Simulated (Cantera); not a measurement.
A Cantera script and what it prints.

```python
import numpy as np
import cantera as ct

gas_names = """
    B BN BO BO2 B2 B2O B2O2 B2O3 N NO NO2 NO3 N2 N2O O O2 O3
""".split()
cond_names = """
    B(b) B(L) BN(s) B2O3(L)
""".split()


def load(file, names, dense=False):
    # The tables refer to 1 bar. Condensed volumes are neglected.
    table = {s.name: s for s in ct.Species.list_from_file(file)}
    out = []
    for n in names:
        d = dict(table[n].input_data)
        d["thermo"] = dict(d["thermo"], **{"reference-pressure": 1e5})
        if dense:
            d["equation-of-state"] = {"model": "constant-volume", "density": "1e6 g/cm^3"}
        out.append(ct.Species.from_dict(d))
    return out


gas = ct.Solution(thermo="ideal-gas", species=load("nasa_gas.yaml", gas_names))
cond = {s.name: ct.Solution(thermo="fixed-stoichiometry", species=[s], name=s.name)
        for s in load("nasa_condensed.yaml", cond_names, dense=True)}
atoms = {
    'B2O3': {'B': 2, 'O': 3},
    'N2': {'N': 2},
}
top_T = {'BN(s)': 3200}  # K; cautious upper limits of use, not melting points


def equilibrate(T, P, feed):
    n = {}
    for name, mol in feed.items():
        for a, k in atoms[name].items():
            n[a] = n.get(a, 0.0) + k * mol
    gas.TPX = T, P, n
    mass = sum(n.values()) * gas.mean_molecular_weight
    gas.equilibrate("TP")
    valid = [c for c in cond.values() if c.min_temp <= T <= top_T.get(c.name, c.max_temp)]
    mix = ct.Mixture([(gas, mass / gas.mean_molecular_weight)] + [(c, 0.0) for c in valid])
    mix.T, mix.P = T, P
    mix.equilibrate("TP", solver="vcs", rtol=1e-11, max_steps=5000)
    return mix


results = []
feed = {'B2O3': 1, 'N2': 26}  # mol
P = 133.322  # Pa
for T in [923, 1023, 1123, 1223, 1323, 1423, 1523, 1623, 1723, 1823, 1923]:
    mix = equilibrate(T, P, feed)
    results.append((T, P, feed, dict(zip(mix.species_names, mix.species_moles))))

top = {s: max(r[3][s] / sum(r[3][g] for g in gas_names) for r in results) for s in gas_names}
cols = sorted((s for s in top if top[s] > 1e-06), key=lambda s: -top[s])[:8]
seen = [c for c in cond_names if any(r[3].get(c, 0) > 1e-12 for r in results)]
print("log10 of partial pressures in bar; condensed amounts in mol")
print(f"{'T/K':>10s}" + "".join(f"{s[:9]:>10s}" for s in cols + seen))
for T, P, feed, n in results:
    ng = sum(n[g] for g in gas_names)
    print(f"{T:10.4g}" + "".join(f"{np.log10(max(n[s] / ng * P / 1e5, 1e-99)):10.3f}" for s in cols)
          + "".join(f"{n.get(c, 0):10.4g}" for c in seen))
```

It prints:

```
log10 of partial pressures in bar; condensed amounts in mol
       T/K        N2      B2O3        BO       BO2        NO      B2O2         O        O2   B2O3(L)
       923    -2.875   -13.215   -18.113   -18.460   -18.500   -18.896   -23.454   -25.100         1
      1023    -2.875   -11.008   -15.611   -15.705   -16.188   -16.388   -20.250   -21.487         1
      1123    -2.875    -9.209   -13.547   -13.465   -14.322   -14.308   -17.650   -18.587         1
      1223    -2.875    -7.716   -11.764   -11.662   -12.891   -12.450   -15.604   -16.421    0.9996
      1323    -2.875    -6.459   -10.267   -10.127   -11.658   -10.903   -13.847   -14.544    0.9932
      1423    -2.876    -5.387    -8.981    -8.816   -10.607    -9.573   -12.345   -12.949    0.9197
      1523    -2.886    -4.463    -7.867    -7.682    -9.704    -8.419   -11.045   -11.574    0.3095
      1623    -2.892    -4.307    -7.172    -7.063    -9.003    -7.970    -9.998   -10.555         0
      1723    -2.892    -4.309    -6.631    -6.583    -8.377    -7.717    -9.067    -9.644         0
      1823    -2.892    -4.313    -6.158    -6.150    -7.807    -7.507    -8.225    -8.808         0
      1923    -2.892    -4.323    -5.738    -5.765    -7.296    -7.326    -7.470    -8.058         0
```

Cantera equilibrium calculation (NASA polynomials, part measured and part estimated; ideal gas, pure solids and liquids).
